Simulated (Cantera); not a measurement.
A diamond (100) surface in a fixed gas of H2 with x(CH4) = 0.005, x(H) = 0.0047, x(CH3) = 0.0014, 0.240 bar; coverages are run to steady state.

Computed with Cantera and the Harris–Goodwin 1993 mechanism for the reconstructed diamond (100) surface.

θ: site fractions in the mechanism's names (c6HH fully hydrogenated, c6H* and c6*H radical sites, c6** diradical, c6HM methylated).

| T (K) | growth (µm/h) | θ c6HH | θ c6H* | θ c6*H | θ c6** | θ c6HM |
|---|---|---|---|---|---|---|
| 925 | 93.0 | 0.523 | 0.00969 | 0.245 | 0.00396 | 0.171 |
| 975 | 124 | 0.504 | 0.0132 | 0.287 | 0.00609 | 0.142 |
| 1025 | 159 | 0.483 | 0.0173 | 0.326 | 0.00890 | 0.117 |
| 1075 | 192 | 0.460 | 0.0219 | 0.364 | 0.0125 | 0.0954 |
| 1125 | 217 | 0.440 | (withheld) | (withheld) | (withheld) | (withheld) |
| 1175 | 220 | 0.422 | 0.0326 | 0.435 | 0.0222 | 0.0534 |
| 1225 | 193 | 0.405 | 0.0387 | 0.469 | 0.0284 | 0.0331 |
| 1275 | (withheld) | 0.388 | (withheld) | 0.497 | (withheld) | (withheld) |
| 1325 | 116 | 0.370 | 0.0507 | 0.518 | 0.0424 | 0.00811 |
| 1375 | 96.9 | 0.351 | 0.0562 | 0.532 | 0.0495 | 0.00356 |

Problem. What belongs in the gaps?

Solution. 
- 1125, θ c6H*: 0.0269
- 1125, θ c6*H: 0.400
- 1125, θ c6**: 0.0169
- 1125, θ c6HM: 0.0746
- 1275, growth (µm/h): 151
- 1275, θ c6H*: 0.0448
- 1275, θ c6**: 0.0353
- 1275, θ c6HM: 0.0174
